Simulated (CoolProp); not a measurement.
Vapour-liquid equilibrium of CHF3 (R23) (1) + R143a (2) at 228.7 K; x and y are mole fractions of (1).

Model: multi-fluid Helmholtz-energy mixture model, Penoncello 2003 and Lemmon and Jacobsen 2000; pair parameters Bell 2016, in CoolProp.

| x | bubble pressure (bar) | y at the bubble point | dew pressure at overall composition x (bar) | liquid density (mol/L) |
|---|---|---|---|---|
| 0.05 | [?] | 0.178 | 1.202 | 13.98 |
| 0.15 | 1.777 | 0.436 | 1.311 | 14.37 |
| 0.25 | 2.255 | [?] | 1.443 | 14.78 |
| 0.35 | [?] | 0.716 | [?] | 15.20 |
| 0.45 | 3.267 | 0.794 | 1.809 | 15.64 |
| 0.55 | 3.771 | 0.851 | 2.076 | 16.09 |
| 0.65 | 4.263 | 0.894 | 2.438 | 16.56 |
| 0.75 | 4.746 | 0.929 | 2.959 | 17.06 |
| 0.85 | 5.227 | 0.959 | 3.763 | 17.58 |
| 0.95 | 5.716 | [?] | 5.074 | 18.14 |

Problem. What belongs in the gaps?

Solution. 
- 0.05, bubble pressure (bar): 1.346
- 0.25, y at the bubble point: 0.604
- 0.35, bubble pressure (bar): 2.758
- 0.35, dew pressure at overall composition x (bar): 1.605
- 0.95, y at the bubble point: 0.987

No azeotrope shows between x = 0.05 and 0.95.

Pair parameters are fitted to limited data, so mixtures are less certain than the pure fluids.
